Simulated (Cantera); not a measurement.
**Equilibrium for hydrogen reduction and annealing atmospheres: TiO₂ + H₂ + H₂O**

Charge: 1 mol TiO₂, a varied amount of H₂, 0.098 mol H₂O, held at 1225 K and 560000 Pa.

Equilibrium computed with Cantera from the NASA thermochemical tables; the gas is ideal and each condensed phase is pure. Candidate condensed phases: H₂O, Ti, TiO, TiO₂, Ti₂O₃, Ti₃O₅, Ti₄O₇; 12 gas species. Mutual solubility and eutectic melting of coexisting phases are not modelled. Condensed phases not in the tables: Magnéli phases beyond Ti₄O₇. Gases not in the tables: TiO(OH)₂. Rates play no part.

| n(H₂) (mol) | log p H₂ | log p H₂O | log p H | n TiO₂(rutile) | n Ti₄O₇(s) |
|---|---|---|---|---|---|
| 20 | 0.75 | -1.56 | -6.13 | 1.00 | 0 |
| 27 | 0.75 | -1.69 | -6.13 | 1.00 | 0 |
| 34 | 0.75 | -1.79 | -6.13 | 1.00 | 0 |
| 41 | 0.75 | -1.87 | -6.13 | 1.00 | 0 |
| 49 | 0.75 | -1.95 | -6.13 | 1.00 | 0 |
| 56 | 0.75 | -2.01 | -6.13 | 1.00 | 0 |
| 63 | 0.75 | -2.06 | -6.13 | 1.00 | 0 |
| 70 | 0.75 | -2.11 | -6.13 | 1.00 | 0 |
| 77 | 0.75 | -2.11 | -6.13 | 0.962 | 0.00962 |
| 84 | 0.75 | -2.11 | -6.13 | 0.922 | 0.0194 |
| 91 | 0.75 | -2.11 | -6.13 | 0.883 | 0.0292 |
| 98 | 0.75 | -2.11 | -6.13 | 0.844 | 0.0389 |
| 110 | 0.75 | -2.11 | -6.13 | 0.777 | 0.0557 |
log p: log10 of the partial pressure in bar; n: condensed amount in mol.

From 20 mol H₂ to 70 mol H₂ the condensed part is TiO₂(rutile). From 77 mol H₂ to 110 mol H₂ the condensed part is TiO₂(rutile) + Ti₄O₇(s).
